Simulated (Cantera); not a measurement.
Mixture: CH₄ : O₂ : N₂ = 1 : 3.85 : 14.5 (molar parts), at 0.415 atm, adiabatic and at constant pressure. Ignition delay is the time to a rise of 400 K.

Cantera simulation using GRI-Mech 3.0 (53 species, 325 reactions); the numbers are that mechanism's predictions, not measurements.

**Question.** What does this change do: pressure from 0.415 atm to 1.00 atm?

**Answer.** 
```csv
quantity,before,after
delay at 1198 K,67.2 ms,33.1 ms
delay at 1398 K,5.11 ms,2.61 ms
delay at 1598 K,0.879 ms,0.409 ms
delay at 1798 K,0.249 ms,0.109 ms
delay at 1998 K,93.3 µs,39.9 µs
apparent activation energy between 1798 and 1998 K,150 kJ/mol,150 kJ/mol
```

**Question.** What does this change do: pressure from 0.415 atm to 2.86 atm?

**Answer.** 
```
quantity                                                before       after
--------------------------------------------------  ----------  ----------
delay at 1198 K                                        67.2 ms     12.8 ms
delay at 1398 K                                        5.11 ms     1.14 ms
delay at 1598 K                                       0.879 ms    0.172 ms
delay at 1798 K                                       0.249 ms     42.6 µs
delay at 1998 K                                        93.3 µs     14.9 µs
apparent activation energy between 1798 and 1998 K  150 kJ/mol  160 kJ/mol
```
